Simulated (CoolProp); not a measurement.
A single-stage vapour-compression cycle with fluoroethane (R161): evaporating at 211.15 K (dew point), condensing at 233.15 K (bubble point), superheat 8 K, subcooling 8 K, compressor efficiency 0.85, no pressure losses. Each further row changes one setting.

Computed with CoolProp (reference Helmholtz-energy equation of state, Wu 2012).

```csv
case,cooling COP,pressure ratio,discharge temperature (K),refrigerating effect (kJ/kg),volumetric capacity (kJ/m³)
as stated,7.67,3.19,272.1,431,326
evaporating temperature 216.15 K,10.4,2.39,264.2,436,431
condensing temperature 228.15 K,10.1,2.51,260.8,441,333
subcooling 13 K,7.84,3.19,272.1,441,333
superheat 18 K,7.52,3.19,283.0,441,319
compressor efficiency 0.75,6.77,3.19,278.4,431,326
```
